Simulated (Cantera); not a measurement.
# Thermodynamics of carbon deposition, reforming and gasification, feed C₂H₅OH + H₂

Feed: 1 mol C₂H₅OH, 21 mol H₂, held at 1 atm.

Method: chemical equilibrium by Gibbs-energy minimisation in Cantera with the NASA 1993 tables (ideal gas, pure condensed phases). Candidate condensed phases: C, C₆H₆, C₇H₈, C₈H₁₈, H₂O; 110 gas species. Kinetics and transport are ignored.

```csv
T (K),x H₂,x CH₄,x H₂O,x CO,n C(graphite)
775,0.864,0.0908,0.0453,6.74e-5,0
875,0.868,0.0869,0.0414,0.00301,0
975,0.894,0.0636,0.0195,0.0223,0
1075,0.920,0.0387,0.00436,0.0370,0.182
1175,0.942,0.0172,0.00130,0.0394,0.610
1275,0.951,0.00850,0.000448,0.0399,0.801
1375,0.955,0.00460,0.000178,0.0400,0.890
```
x: gas mole fraction; n: condensed amount in mol.

From 775 K to 975 K nothing is condensed. From 1075 K to 1375 K the condensed part is C(graphite). The main C-bearing gas is CH₄ at 775 K and CO at 1375 K.
